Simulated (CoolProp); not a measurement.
Vapour-liquid equilibrium of propane (1) + R113 (2) at 31.05 °C; x and y are mole fractions of (1).

Values from CoolProp's multi-fluid Helmholtz-energy mixture model, Lemmon 2009 and Marx 1992; pair parameters Bell 2016.

```csv
x,bubble pressure (MPa),y at the bubble point,dew pressure at overall composition x (MPa),liquid density (mol/L)
0.05,0.1145,0.518,[?],8.384
0.2,0.2842,0.824,0.07034,8.753
0.35,0.4432,0.900,0.08599,9.142
0.5,[?],0.936,0.1105,9.549
0.65,0.7347,0.959,0.1544,9.971
0.8,0.8817,0.977,0.2553,[?]
0.95,[?],0.994,0.6758,10.82
```

Problem. Fill in the missing entries.

Solution. 
- 0.05, dew pressure at overall composition x (MPa): 0.05948
- 0.5, bubble pressure (MPa): 0.5917
- 0.8, liquid density (mol/L): 10.40
- 0.95, bubble pressure (MPa): 1.046

No azeotrope shows between x = 0.05 and 0.95.

Pair parameters are fitted to limited data, so mixtures are less certain than the pure fluids. The gap from Raoult's law changes sign with composition, which may be real or a fault of the pair parameters; it wasn't checked against measurements.
